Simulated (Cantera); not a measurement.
A perfectly stirred reactor is fed with C2H6 : N2 = 1 : 1.4 (molar parts), at 1050 Torr; it is held at 1173 K, and followed from long to short residence time.

Detailed kinetics in Cantera: GRI-Mech 3.0 (53 species, 325 reactions). GRI-Mech 3.0 stops at C3 and has no aromatics, soot or wall deposition, so with more carbon than oxygen in the feed, carbon stays in small species such as C2H2 where larger ones or solid carbon would form.

What does this change do: temperature 1173 to 1948 K?


```json
[
 {"quantity": "x(C2H6) at τ = 3.80 s", "before": "0.0158", "after": "7.98e-7"},
 {"quantity": "x(C2H4) at τ = 3.80 s", "before": "0.193", "after": "0.00127"},
 {"quantity": "x(H2) at τ = 3.80 s", "before": "0.194", "after": "0.448"},
 {"quantity": "x(CH3) at τ = 3.80 s", "before": "5.41e-6", "after": "0.000137"},
 {"quantity": "x(CH2) at τ = 3.80 s", "before": "5.37e-12", "after": "2.45e-7"},
 {"quantity": "x(C2H6) at τ = 84.0 ms", "before": "0.0900", "after": "1.34e-5"},
 {"quantity": "x(C2H4) at τ = 84.0 ms", "before": "0.205", "after": "0.00130"},
 {"quantity": "x(H2) at τ = 84.0 ms", "before": "0.206", "after": "0.437"},
 {"quantity": "x(CH3) at τ = 84.0 ms", "before": "6.22e-6", "after": "0.000457"},
 {"quantity": "x(CH2) at τ = 84.0 ms", "before": "1.36e-11", "after": "8.15e-7"}
]
```

What does this change do: temperature 1173 to 1473 K?


| quantity | before | after |
|---|---|---|
| x(C2H6) at τ = 3.80 s | 0.0158 | 0.000216 |
| x(C2H4) at τ = 3.80 s | 0.193 | 0.0288 |
| x(H2) at τ = 3.80 s | 0.194 | 0.314 |
| x(CH3) at τ = 3.80 s | 5.41e-6 | 5.41e-5 |
| x(CH2) at τ = 3.80 s | 5.37e-12 | 9.66e-10 |
| x(C2H6) at τ = 84.0 ms | 0.0900 | 0.00166 |
| x(C2H4) at τ = 84.0 ms | 0.205 | 0.0409 |
| x(H2) at τ = 84.0 ms | 0.206 | 0.327 |
| x(CH3) at τ = 84.0 ms | 6.22e-6 | 0.000124 |
| x(CH2) at τ = 84.0 ms | 1.36e-11 | 5.84e-9 |
